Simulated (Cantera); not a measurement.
Reactions in the system H-O-Ta

Cantera with NASA thermochemical tables; ideal gases at 1 bar, condensed phases pure. Values are per mole of reaction as written; species without (g) are pure solids or liquids, kept so even where they would boil at 1 bar.

4 TaO₂(g) + H₂O₂(g) ⇌ 2 Ta₂O₅ + 2 H(g)

```csv
T (K),ΔH° (kJ),ΔS° (J/K),ΔG° (kJ),log10 K,condensed phases
1450,-2583.5,-664.7,-1619.6,58.34,Ta₂O₅(s)
1550,-2570.6,-656.1,-1553.6,52.35,Ta₂O₅(s)
1650,-2557.7,-648.0,-1488.4,47.12,Ta₂O₅(s)
1750,-2544.6,-640.3,-1424.0,42.50,Ta₂O₅(s)
1850,-2531.4,-633.0,-1360.3,38.41,Ta₂O₅(s)
1950,-2518.2,-626.1,-1297.4,34.75,Ta₂O₅(s)
2050,-2504.9,-619.4,-1235.1,31.47,Ta₂O₅(s)
2150,-2243.3,-492.5,-1184.4,28.77,Ta₂O₅(l)
2250,-2221.4,-482.6,-1135.6,26.36,Ta₂O₅(l)
2350,-2199.5,-473.1,-1087.8,24.18,Ta₂O₅(l)
2450,-2177.8,-464.0,-1041.0,22.19,Ta₂O₅(l)
```
